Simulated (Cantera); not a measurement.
A closed system holds: 1 mol CuO, 0.33 mol C, 0.28 mol CO, held at 2475 K and 7.50 Torr.

Cantera equilibrium calculation (NASA polynomials, part measured and part estimated; ideal gas, pure solids and liquids). Candidate condensed phases: C, Cu, CuO, Cu2O; 15 gas species. Equilibrium is a limit: real reactors are often held back by kinetics, nucleation or transport.

Base state: Cu 0.544, CO 0.175, CO2 0.158, O2 0.0847, O 0.0372, CuO 0.00116, Cu2 0.000293 (mole fractions); condensed: gas only.

Task: What changes in the equilibrium state with this change: 0.77 mol H2O added?

Result: 
```json
[
 {"species": "Cu", "before": "0.544", "after": "0.356"},
 {"species": "H2O", "before": "0", "after": "0.193"},
 {"species": "CO", "before": "0.175", "after": "0.119"},
 {"species": "CO2", "before": "0.158", "after": "0.0988"},
 {"species": "OH", "before": "0", "after": "0.0448"},
 {"species": "H", "before": "0", "after": "0.0438"},
 {"species": "H2", "before": "0", "after": "0.0379"},
 {"species": "O2", "before": "0.0847", "after": "0.0715"},
 {"species": "O", "before": "0.0372", "after": "0.0342"},
 {"species": "Cu2", "before": "0.000293", "after": "0.000126"},
 {"species": "CuO", "before": "0.00116", "after": "0.000698"}
]
```
Further candidate phases: C6H6, C7H8, C8H18, Cu(OH)2, H2O.

Task: What changes in the equilibrium state with this change: C from 0.33 to 1.4 mol?

Result: 
```
species             before     after
----------------  --------  --------
CO                   0.175     0.561
Cu                   0.544     0.438
Cu2               0.000293  0.000190
CO2                  0.158   1.33e-8
O2                  0.0847     <1e-9
O                   0.0372     <1e-9
CuO                0.00116     <1e-9
C3                   <1e-9   3.36e-5
C                    <1e-9   1.18e-5
C(graphite), mol         0     0.400
```

Task: What changes in the equilibrium state with this change: CO from 0.28 to 2.6 mol?

Result: 
```json
[
 {"species": "CO", "before": "0.175", "after": "0.589"},
 {"species": "Cu", "before": "0.544", "after": "0.250"},
 {"species": "CO2", "before": "0.158", "after": "0.145"},
 {"species": "O2", "before": "0.0847", "after": "0.00629"},
 {"species": "O", "before": "0.0372", "after": "0.0102"},
 {"species": "CuO", "before": "0.00116", "after": "0.000145"},
 {"species": "Cu2", "before": "0.000293", "after": "6.18e-5"}
]
```
